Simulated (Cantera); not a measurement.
An isothermal, constant-pressure homogeneous reactor starts with H₂ : O₂ = 0.03 : 1 (molar parts), equivalence ratio 0.015, at 1425 K and 100 Pa. Integrator tolerance rtol = 1e-08.

Detailed kinetics in Cantera: GRI-Mech 3.0 (53 species, 325 reactions). Radical loss at walls, strong at low pressure, is not modelled.

Problem. What does this change do: O2 1 to 3 parts?

Solution. 
```csv
quantity,before,after
x(H₂) at 20.0 s,0.000169 (gas-phase equilibrium 6.27e-7),3.10e-5 (gas-phase equilibrium 2.09e-7)
x(O₂) at 20.0 s,0.956 (gas-phase equilibrium 0.970),0.982 (gas-phase equilibrium 0.990)
x(O) at 20.0 s,0.0125 (gas-phase equilibrium 4.35e-5),0.00701 (gas-phase equilibrium 4.39e-5)
x(OH) at 20.0 s,0.00288 (gas-phase equilibrium 0.000177),0.00125 (gas-phase equilibrium 0.000103)
x(H) at 20.0 s,0.000814 (gas-phase equilibrium 1.72e-7),0.000194 (gas-phase equilibrium 9.92e-8)
x(H₂O₂) at 20.0 s,1.80e-9 (gas-phase equilibrium 1.21e-10),6.38e-10 (gas-phase equilibrium 4.10e-11)
```

Problem. What does this change do: temperature 1425 to 975 K?

Solution. 
```tsv
quantity	before	after
x(H₂) at 20.0 s	0.000169 (gas-phase equilibrium 6.27e-7)	1.59e-5 (gas-phase equilibrium 3.89e-11)
x(O₂) at 20.0 s	0.956 (gas-phase equilibrium 0.970)	0.969 (gas-phase equilibrium 0.970)
x(O) at 20.0 s	0.0125 (gas-phase equilibrium 4.35e-5)	0.000883 (gas-phase equilibrium 2.26e-9)
x(OH) at 20.0 s	0.00288 (gas-phase equilibrium 0.000177)	0.000195 (gas-phase equilibrium 3.13e-7)
x(H) at 20.0 s	0.000814 (gas-phase equilibrium 1.72e-7)	5.51e-5 (gas-phase equilibrium <1e-12)
x(H₂O₂) at 20.0 s	1.80e-9 (gas-phase equilibrium 1.21e-10)	3.49e-9 (gas-phase equilibrium 1.87e-12)
```

Problem. What does this change do: O2 1 to 4.1 parts?

Solution. 
| quantity | before | after |
|---|---|---|
| x(H₂) at 20.0 s | 0.000169 (gas-phase equilibrium 6.27e-7) | 1.79e-5 (gas-phase equilibrium 1.52e-7) |
| x(O₂) at 20.0 s | 0.956 (gas-phase equilibrium 0.970) | 0.987 (gas-phase equilibrium 0.993) |
| x(O) at 20.0 s | 0.0125 (gas-phase equilibrium 4.35e-5) | 0.00553 (gas-phase equilibrium 4.40e-5) |
| x(OH) at 20.0 s | 0.00288 (gas-phase equilibrium 0.000177) | 0.000951 (gas-phase equilibrium 8.81e-5) |
| x(H) at 20.0 s | 0.000814 (gas-phase equilibrium 1.72e-7) | 0.000116 (gas-phase equilibrium 8.48e-8) |
| x(H₂O₂) at 20.0 s | 1.80e-9 (gas-phase equilibrium 1.21e-10) | 4.61e-10 (gas-phase equilibrium 3.00e-11) |
